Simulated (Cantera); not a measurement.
An isothermal, constant-pressure homogeneous reactor starts with CH4 : N2 = 1 : 2.3 (molar parts), at 1323 K and 0.133 bar.

Computed with Cantera and GRI-Mech 3.0 (53 species, 325 reactions). GRI-Mech 3.0 stops at C3 and has no aromatics, soot or wall deposition, so with more carbon than oxygen in the feed, carbon stays in small species such as C2H2 where larger ones or solid carbon would form.

x: mole fraction; the columns are a selection and need not sum to one.

```json
[
 {"t (s)": "4.00e-5", "x CH4": "0.303", "x HCN": "<1e-12", "x CH3": "2.41e-8", "x H2": "1.17e-8", "x C2H2": "<1e-12", "x C2H6": "<1e-12"},
 {"t (s)": "0.000116", "x CH4": "0.303", "x HCN": "<1e-12", "x CH3": "7.11e-8", "x H2": "3.52e-8", "x C2H2": "<1e-12", "x C2H6": "<1e-12"},
 {"t (s)": "0.000335", "x CH4": "0.303", "x HCN": "<1e-12", "x CH3": "2.07e-7", "x H2": "1.03e-7", "x C2H2": "<1e-12", "x C2H6": "9.29e-12"},
 {"t (s)": "0.000970", "x CH4": "0.303", "x HCN": "<1e-12", "x CH3": "6.00e-7", "x H2": "3.00e-7", "x C2H2": "<1e-12", "x C2H6": "2.23e-10"},
 {"t (s)": "0.00281", "x CH4": "0.303", "x HCN": "<1e-12", "x CH3": "1.73e-6", "x H2": "8.71e-7", "x C2H2": "<1e-12", "x C2H6": "5.36e-9"},
 {"t (s)": "0.00812", "x CH4": "0.303", "x HCN": "<1e-12", "x CH3": "4.79e-6", "x H2": "2.56e-6", "x C2H2": "6.77e-12", "x C2H6": "1.22e-7"},
 {"t (s)": "0.0235", "x CH4": "0.303", "x HCN": "<1e-12", "x CH3": "1.06e-5", "x H2": "7.95e-6", "x C2H2": "4.91e-10", "x C2H6": "2.00e-6"},
 {"t (s)": "0.0681", "x CH4": "0.303", "x HCN": "<1e-12", "x CH3": "1.47e-5", "x H2": "2.66e-5", "x C2H2": "1.77e-8", "x C2H6": "1.36e-5"},
 {"t (s)": "0.197", "x CH4": "0.303", "x HCN": "<1e-12", "x CH3": "(withheld)", "x H2": "(withheld)", "x C2H2": "(withheld)", "x C2H6": "(withheld)"},
 {"t (s)": "0.570", "x CH4": "0.302", "x HCN": "<1e-12", "x CH3": "2.79e-5", "x H2": "0.000383", "x C2H2": "8.50e-6", "x C2H6": "0.000129"},
 {"t (s)": "1.65", "x CH4": "0.301", "x HCN": "<1e-12", "x CH3": "3.44e-5", "x H2": "0.00181", "x C2H2": "0.000167", "x C2H6": "0.000212"},
 {"t (s)": "4.78", "x CH4": "0.296", "x HCN": "<1e-12", "x CH3": "3.36e-5", "x H2": "(withheld)", "x C2H2": "(withheld)", "x C2H6": "0.000201"},
 {"t (s)": "13.8", "x CH4": "0.282", "x HCN": "1.56e-12", "x CH3": "2.95e-5", "x H2": "0.0231", "x C2H2": "0.00688", "x C2H6": "0.000150"},
 {"t (s)": "40.0", "x CH4": "0.251", "x HCN": "7.59e-12", "x CH3": "2.37e-5", "x H2": "0.0585", "x C2H2": "0.0187", "x C2H6": "9.02e-5"}
]
```

Q: What belongs in the gaps?

A: 
- 0.197, x CH3: 1.97e-5
- 0.197, x H2: 9.31e-5
- 0.197, x C2H2: 3.77e-7
- 0.197, x C2H6: 4.85e-5
- 4.78, x H2: 0.00736
- 4.78, x C2H2: 0.00160
